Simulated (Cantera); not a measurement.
**Low-pressure radical oxidation in H2/O2**

An isothermal, constant-pressure homogeneous reactor starts with 1.86 % H2, 84.6 % O2, 13.5 % N2, equivalence ratio 0.011, at 1025 K and 1.88 Torr.

Cantera simulation using GRI-Mech 3.0 (53 species, 325 reactions); the numbers are that mechanism's predictions, not measurements. Radical loss at walls, strong at low pressure, is not modelled.

```
t (s)         x H2   x O2     x NO     x HO2     x N2O     x H2O
--------  --------  -----  -------  --------  --------  --------
0.000300    0.0186  0.846   <1e-12  1.68e-11    <1e-12    <1e-12
0.000782    0.0186  0.846   <1e-12  4.37e-11    <1e-12  3.52e-12
0.00204     0.0186  0.846   <1e-12  1.14e-10    <1e-12  4.28e-11
0.00531     0.0186  0.846   <1e-12  2.98e-10    <1e-12  5.11e-10
0.0138      0.0186  0.846   <1e-12  8.04e-10    <1e-12   1.40e-8
0.0361      0.0186  0.846   <1e-12   3.56e-8    <1e-12   1.59e-5
0.0940    0.000444  0.832  1.03e-9   6.89e-7  5.00e-11    0.0161
0.245     0.000145  0.833  4.81e-9   5.61e-7  2.31e-10    0.0172
0.638     0.000107  0.836  1.04e-8   5.12e-7  3.77e-10    0.0177
1.66       5.50e-5  0.840  1.49e-8   4.05e-7  4.60e-10    0.0182
4.34       1.67e-5  0.843  1.62e-8   2.44e-7  5.35e-10    0.0186
11.3       3.33e-6  0.844  1.64e-8   1.05e-7  5.97e-10    0.0187
29.4       5.78e-7  0.845  1.64e-8   3.35e-8  6.31e-10    0.0188
76.7       1.08e-7  0.845  1.64e-8   9.16e-9  6.47e-10    0.0188
200        2.37e-8  0.845  1.65e-8   2.49e-9  6.53e-10    0.0188
```
x: mole fraction; the columns are a selection and need not sum to one.

Equilibrium at this temperature and pressure: H2 7.44e-11, O2 0.845, NO 3.43e-5, HO2 3.79e-10, N2O 5.73e-11, H2O 0.0188 (gas phase only).
